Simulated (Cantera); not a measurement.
# Ignition delay

Mixture: CO : H2 : O2 : N2 = 1 : 0.13 : 0.471 : 1.22 (molar parts), equivalence ratio 1.2, at 3680 Torr, adiabatic and at constant pressure. Ignition delay is the time to a rise of 400 K.

Detailed kinetics in Cantera: GRI-Mech 3.0 (53 species, 325 reactions). The hydrogen kinetics of GRI-Mech 3.0 are dated; newer H2 mechanisms differ, most at raised pressure. Below about 950 K walls govern HO2 and H2O2 in real vessels.

| T0 (K) | delay (ms) |
|---|---|
| 875 | 89.1 |
| 950 | 8.72 |
| 1025 | 1.06 |
| 1100 | 0.135 |
| 1175 | 0.0342 |
| 1250 | 0.0168 |
| 1325 | 0.0109 |
| 1400 | 0.00808 |

The apparent activation energy between 1250 and 1400 K comes out as 71 kJ/mol.
